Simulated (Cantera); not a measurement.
An adiabatic, constant-pressure homogeneous reactor starts with CH4 : C2H6 : O2 : N2 = 1 : 0.031 : 2.67 : 10 (molar parts), at 1350 K and 0.266 atm. Integrator tolerance rtol = 1e-08.

Model: GRI-Mech 3.0 (53 species, 325 reactions), integrated in Cantera.

### Question
What does this change do: pressure from 0.266 atm to 0.987 atm?

### Answer
```
quantity                                                              before                                      after
---------------------------------  -----------------------------------------  -----------------------------------------
time of steepest temperature rise                                    6.16 ms                                    2.69 ms
temperature at 1.00 s                                                 2520 K                                     2591 K
equilibrium temperature                                               2520 K                                     2591 K
x(CH4) at 1.00 s                       <1e-12 (gas-phase equilibrium <1e-12)      <1e-12 (gas-phase equilibrium <1e-12)
x(C2H6) at 1.00 s                      <1e-12 (gas-phase equilibrium <1e-12)      <1e-12 (gas-phase equilibrium <1e-12)
x(O2) at 1.00 s                        0.0431 (gas-phase equilibrium 0.0431)      0.0409 (gas-phase equilibrium 0.0409)
x(C2H2) at 1.00 s                      <1e-12 (gas-phase equilibrium <1e-12)      <1e-12 (gas-phase equilibrium <1e-12)
x(HCN) at 1.00 s                   5.38e-11 (gas-phase equilibrium 5.38e-11)  1.06e-10 (gas-phase equilibrium 1.06e-10)
x(O) at 1.00 s                       0.00642 (gas-phase equilibrium 0.00642)    0.00455 (gas-phase equilibrium 0.00455)
```

### Question
What does this change do: pressure from 0.266 atm to 1.00 atm?

### Answer
```csv
quantity,before,after
time of steepest temperature rise,6.16 ms,2.67 ms
temperature at 1.00 s,2520 K,2592 K
equilibrium temperature,2520 K,2592 K
x(CH4) at 1.00 s,<1e-12 (gas-phase equilibrium <1e-12),<1e-12 (gas-phase equilibrium <1e-12)
x(C2H6) at 1.00 s,<1e-12 (gas-phase equilibrium <1e-12),<1e-12 (gas-phase equilibrium <1e-12)
x(O2) at 1.00 s,0.0431 (gas-phase equilibrium 0.0431),0.0409 (gas-phase equilibrium 0.0409)
x(C2H2) at 1.00 s,<1e-12 (gas-phase equilibrium <1e-12),<1e-12 (gas-phase equilibrium <1e-12)
x(HCN) at 1.00 s,5.38e-11 (gas-phase equilibrium 5.38e-11),1.07e-10 (gas-phase equilibrium 1.07e-10)
x(O) at 1.00 s,0.00642 (gas-phase equilibrium 0.00642),0.00453 (gas-phase equilibrium 0.00453)
```
